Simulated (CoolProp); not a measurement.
Computed with CoolProp (reference Helmholtz-energy equation of state, Leachman 2009).

### Question
Give the vapour pressure (bar), vapour density (kg/m³), surface tension (mN/m), liquid conductivity (mW/(m K)) of saturated normal hydrogen at 25.2, 28.2, 31.3 K.

### Answer
```csv
T (K),p (bar),vapour density (kg/m³),surface tension (mN/m),liquid conductivity (mW/(m K))
25.2,3.35,4.06,1.09,102
28.2,5.94,7.33,0.611,98.4
31.3,9.86,13.8,0.176,91.2
```

Thermal conductivity comes from a separate model (Assael 2011). Surface tension comes from a separate correlation (Mulero 2012).
